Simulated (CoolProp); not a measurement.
CF4 (R14) at 298.15 K and 3.09 MPa flows at 0.31 m/s in a round tube of 6 mm bore and 45 µm roughness, fully developed (64/Re and Nu = 3.66 if laminar; Colebrook and Gnielinski if turbulent). Each further row changes one setting.

Values from CoolProp's reference Helmholtz-energy equation of state, Platzer 1990. This equation is an older, rougher fit.

| case | Reynolds number | Darcy friction factor | pressure drop (Pa/m) | heat-transfer coefficient (W/(m² K)) | mass flow (kg/h) |
|---|---|---|---|---|---|
| as stated | 11900 | 0.0397 | 39.3 | [?] | [?] |
| velocity 0.62 m/s | 23800 | 0.0373 | [?] | 293 | [?] |
| diameter 12 mm | 23800 | 0.0320 | 15.8 | 125 | 15.6 |

### Question
Complete the blanks.

### Answer

- as stated, heat-transfer coefficient (W/(m² K)): 149
- as stated, mass flow (kg/h): 3.90
- velocity 0.62 m/s, pressure drop (Pa/m): 148
- velocity 0.62 m/s, mass flow (kg/h): 7.81

Viscosity comes from a separate model (Huber 2003), an estimate that may be off by 10 % or more. Thermal conductivity comes from a separate model (Huber 2003), an estimate that may be off by 10 % or more.
